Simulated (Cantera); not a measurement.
Input: 1 mol Si, 1.3 mol Br2, 18 mol H2, held at 10.0 mbar.

Method: chemical equilibrium by Gibbs-energy minimisation in Cantera with the NASA 1993 tables (ideal gas, pure condensed phases). Candidate condensed phases: Br2, Si; 19 gas species. The tables' values for SiBr, SiBr3 are old estimates; treat these amounts as uncertain. The numbers say what is thermodynamically allowed, not how fast it happens.

Problem. At 1573 K, list the 5 most abundant gas species with their mole fractions, and the condensed phases.

Solution. H2 0.887, HBr 0.0868, SiBr2 0.0222, Br 0.00289, H 0.000383. Condensed: Si(s).
